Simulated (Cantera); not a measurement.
A Cantera script and what it prints.

```python
import numpy as np
import cantera as ct

gas_names = """
    C CO CO2 C2 C2O C3 C3O2 C4 C5 O O2 O3 Pb PbO Pb2
""".split()
cond_names = """
    C(gr) Pb(cr) Pb(L) PbO(rd) PbO(yw) PbO(L) PbO2(s) Pb3O4(s)
""".split()


# ... load() reads the species with a 1 bar reference pressure and builds the phases ...
atoms = {
    'PbO': {'Pb': 1, 'O': 1},
    'C': {'C': 1},
    'CO': {'C': 1, 'O': 1},
}
top_T = {'C(gr)': 4500, 'Pb3O4(s)': 820}  # K; cautious upper limits of use, not melting points


# ... equilibrate(T, P, feed) seeds the gas with the atoms and calls Mixture.equilibrate('TP', solver="vcs", rtol=1e-11, max_steps=5000) ...
results = []
feed = {'PbO': 1, 'C': 1.1, 'CO': 0.012}  # mol
T = 1773  # K
for P in [10, 42, 180, 750, 3200, 13000, 56000, 240000, 1000000]:
    mix = equilibrate(T, P, feed)
    results.append((T, P, feed, dict(zip(mix.species_names, mix.species_moles))))

top = {s: max(r[3][s] / sum(r[3][g] for g in gas_names) for r in results) for s in gas_names}
cols = sorted((s for s in top if top[s] > 0.001), key=lambda s: -top[s])[:8]
seen = [c for c in cond_names if any(r[3].get(c, 0) > 1e-12 for r in results)]
print("log10 of partial pressures in bar; condensed amounts in mol")
print(f"{'P/Pa':>10s}" + "".join(f"{s[:9]:>10s}" for s in cols + seen))
for T, P, feed, n in results:
    ng = sum(n[g] for g in gas_names)
    print(f"{P:10.4g}" + "".join(f"{np.log10(max(n[s] / ng * P / 1e5, 1e-99)):10.3f}" for s in cols)
          + "".join(f"{n.get(c, 0):10.4g}" for c in seen))
```

It prints:

```
log10 of partial pressures in bar; condensed amounts in mol
      P/Pa        CO        Pb     C(gr)     Pb(L)
        10    -4.298    -4.304       0.1         0
        42    -3.675    -3.680       0.1         0
       180    -3.043    -3.048       0.1         0
       750    -2.423    -2.429       0.1         0
      3200    -1.793    -1.799       0.1         0
   1.3e+04    -1.184    -1.190       0.1         0
   5.6e+04    -0.477    -0.646       0.1     0.313
   2.4e+05     0.337    -0.646    0.1002    0.8945
     1e+06     0.990    -0.646    0.1009    0.9766
```

Equilibrium computed with Cantera from the NASA thermochemical tables; the gas is ideal and each condensed phase is pure.
